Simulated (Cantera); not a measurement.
Charge: 1 mol CaCl2, 4.4 mol H2, 48 mol N2, 0.034 mol HCl, equilibrated at 775 °C and 0.350 Pa.

These are equilibrium values from Cantera (NASA tables, ideal gas, pure condensed phases), not measurements of a reactor. Candidate condensed phases: Ca, CaCl2, NH4Cl; 16 gas species. Rates play no part.

Base state: N2 0.898, H2 0.0823, CaCl2 0.0187, HCl 0.000637 (mole fractions); condensed: gas only.

### Question
What changes in the equilibrium state with this change: pressure from 0.350 Pa to 0.740 Pa?

### Answer
```
species          before     after
-------------  --------  --------
N2                0.898     0.900
H2               0.0823    0.0825
CaCl2            0.0187    0.0164
HCl            0.000637  0.000638
CaCl2(l), mol         0     0.126
```
